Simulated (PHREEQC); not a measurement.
Dissolve 2.2 mmol/kgw KHCO3, 0.054 mmol/kgw NaF and 0.23 mmol/kgw NaCl at 20 °C. Closed to the air; pH follows from the charge balance.

Model: ion-association model, phreeqc.dat, run in PHREEQC.

Each row changes one thing in this solution. Precipitation was switched off in this run.

| case | pH | ionic strength (mol/kgw) | CO2 (mol/kgw) | CO3-2 (mol/kgw) | NaHCO3 (mol/kgw) | NaCO3- (mol/kgw) | SI of Sylvite (KCl) | SI of Halite (NaCl) |
|---|---|---|---|---|---|---|---|---|
| as made | 8.32 | 0.00251 | 2.37e-5 | 2.21e-5 | 3.17e-7 | 7.30e-8 | -7.22 | -8.80 |
| KHCO3 from 0.0022 to 0.0033 mol/kgw | 8.31 | 0.00362 | 3.55e-5 | 3.39e-5 | 4.66e-7 | 1.07e-7 | -7.05 | -8.81 |
| temperature from 20 to 75 °C | 8.00 | 0.00250 | 4.20e-5 | 1.93e-5 | 2.37e-7 | 6.95e-7 | -7.46 | -8.84 |
| diluted 5-fold with water | 8.29 | 0.000501 | 5.19e-6 | 3.82e-6 | 1.35e-8 | 2.83e-9 | -8.59 | -10.17 |
| temperature from 20 to 90 °C | 7.94 | 0.00250 | 5.43e-5 | 1.65e-5 | 2.21e-7 | 1.00e-6 | -7.52 | -8.85 |

Species that the database lacks are ignored. At this temperature some constants are extrapolated from 25 °C, and those without enthalpy data are left unchanged.
